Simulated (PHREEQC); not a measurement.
Make-up at 50 °C: 0.13 mol H3PO4 and 0.00094 mol HCl per kg of water. Closed to the air; pH follows from the charge balance.

Model: ion-association model, wateq4f.dat, run in PHREEQC.

This is a speciation only: nothing precipitates in the calculation.

Task: Estimate the pH, ionic strength.

Result: pH 1.62; ionic strength 0.0273 mol/kgw.

Task: In which forms is P present?

Result: H3PO4 80 %, H2PO4- 20 % of the P.

H3PO4, which wateq4f.dat lacks, is added to it with the constant of phreeqc.dat. Away from 25 °C the constants follow the database's enthalpies or fits; those with neither stay at their 25 °C values.
